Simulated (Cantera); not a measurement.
A perfectly stirred reactor is fed with 37.1 % H₂, 13.2 % O₂, 49.7 % N₂, equivalence ratio 1.4, at 12800 Torr; it is adiabatic with a 450 K inlet, and is followed from long to short residence time, starting on the burning branch (τ in s: 0.31, 0.081, 0.022, 0.0057, 0.0015, 0.0004, 0.00011, 2.8e-05, 7.3e-06).

Computed with Cantera and the H2/O2 subset of GRI-Mech 3.0, which has no nitrogen chemistry. The hydrogen kinetics of GRI-Mech 3.0 are dated; newer H2 mechanisms differ, most at raised pressure. The pressure lies above the range GRI-Mech 3.0 was tuned for (to about 10 atm).

Question: Predict: blow-out, bracketed by the residence times tried; x(H₂) at τ = 0.310 s; x(O₂) at τ = 0.310 s; x(H) at τ = 0.310 s; x(O) at τ = 0.310 s; x(HO₂) at τ = 0.310 s; x(H₂) at τ = 1.50 ms; x(O₂) at τ = 1.50 ms; x(H) at τ = 1.50 ms; x(O) at τ = 1.50 ms; x(HO₂) at τ = 1.50 ms.

Answer: 
| Quantity | Result |
|---|---|
| blow-out, bracketed by the residence times tried | burning at 7.30 µs, the shortest tried |
| x(H₂) at τ = 0.310 s | 0.122 |
| x(O₂) at τ = 0.310 s | 6.89e-6 |
| x(H) at τ = 0.310 s | 0.00152 |
| x(O) at τ = 0.310 s | 5.94e-6 |
| x(HO₂) at τ = 0.310 s | 1.69e-8 |
| x(H₂) at τ = 1.50 ms | 0.122 |
| x(O₂) at τ = 1.50 ms | 0.000122 |
| x(H) at τ = 1.50 ms | 0.00228 |
| x(O) at τ = 1.50 ms | 1.37e-5 |
| x(HO₂) at τ = 1.50 ms | 1.51e-7 |
